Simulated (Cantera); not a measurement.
## Transport properties of process gases

Gas mixture: O₂ : NO = 0.29 : 0.75 (molar parts), at 760 Torr, frozen composition.

Cantera's kinetic-theory transport with the Lennard-Jones parameters of GRI-Mech 3.0, ideal gas; thermal conductivity in the multicomponent form.

```json
[
 {"T (K)": "400", "ρ (kg/m³)": "0.931", "cp (J/kg/K)": "981.9", "μ (µPa s)": "23.8", "λ (mW/m/K)": "32.9", "Pr": "0.711", "D (cm²/s) NH₃": "0.380", "D (cm²/s) C₂H₂": "0.277", "D (cm²/s) CH₄": "0.371"},
 {"T (K)": "500", "ρ (kg/m³)": "0.745", "cp (J/kg/K)": "1003", "μ (µPa s)": "27.9", "λ (mW/m/K)": "39.4", "Pr": "0.710", "D (cm²/s) NH₃": "0.574", "D (cm²/s) C₂H₂": "0.411", "D (cm²/s) CH₄": "0.547"},
 {"T (K)": "600", "ρ (kg/m³)": "0.621", "cp (J/kg/K)": "1030", "μ (µPa s)": "31.6", "λ (mW/m/K)": "45.8", "Pr": "0.709", "D (cm²/s) NH₃": "0.798", "D (cm²/s) C₂H₂": "0.564", "D (cm²/s) CH₄": "0.747"},
 {"T (K)": "700", "ρ (kg/m³)": "0.532", "cp (J/kg/K)": "1057", "μ (µPa s)": "35.0", "λ (mW/m/K)": "52.2", "Pr": "0.709", "D (cm²/s) NH₃": "1.05", "D (cm²/s) C₂H₂": "0.735", "D (cm²/s) CH₄": "0.971"},
 {"T (K)": "800", "ρ (kg/m³)": "0.466", "cp (J/kg/K)": "1081", "μ (µPa s)": "38.3", "λ (mW/m/K)": "58.4", "Pr": "0.709", "D (cm²/s) NH₃": "1.33", "D (cm²/s) C₂H₂": "0.922", "D (cm²/s) CH₄": "1.22"},
 {"T (K)": "900", "ρ (kg/m³)": "0.414", "cp (J/kg/K)": "1102", "μ (µPa s)": "41.4", "λ (mW/m/K)": "64.3", "Pr": "0.708", "D (cm²/s) NH₃": "1.63", "D (cm²/s) C₂H₂": "1.13", "D (cm²/s) CH₄": "1.48"}
]
```
D: mixture-averaged diffusion coefficient of that species in the mixture.
